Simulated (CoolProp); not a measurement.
Vapour-liquid equilibrium of propane (1) + c-C4F8 (RC318) (2) at 311.2 K; x and y are mole fractions of (1).

The numbers come from the multi-fluid Helmholtz-energy mixture model, Lemmon 2009 and Platzer 1990; pair parameters Bell 2016 in CoolProp. This equation is an older, rougher fit; its heat capacities, sound speeds and derivatives of the liquid may be far off and weren't checked against measurements.

```
x      bubble pressure (bar)  y at the bubble point  dew pressure at overall composition x (bar)  liquid density (mol/L)
-----  ---------------------  ---------------------  -------------------------------------------  ----------------------
0.05                   5.703                  0.198                                        4.880                   7.306
0.125                  7.140                  0.380                                        5.268                   7.442
0.2                    8.375                  0.492                                        5.717                   7.584
0.275                  9.406                  0.568                                        6.242                   7.734
0.35                   10.25                  0.623                                        6.860                   7.896
0.425                  10.94                  0.666                                        7.594                   8.074
0.5                    11.50                  0.702                                        8.471                   8.274
0.575                  11.97                  0.735                                        9.508                   8.502
0.65                   12.37                  0.767                                        10.68                   8.765
0.725                  12.70                  0.801                                        11.84                   9.071
0.8                    12.97                  0.840                                        12.69                   9.428
0.875                  13.14                  0.887                                        13.11                   9.843
0.95                   13.18                  0.948                                        13.18                   10.32
```

y crosses x between x = 0.875 and 0.95: the model has an azeotrope there.

Pair parameters are fitted to limited data, so mixtures are less certain than the pure fluids.
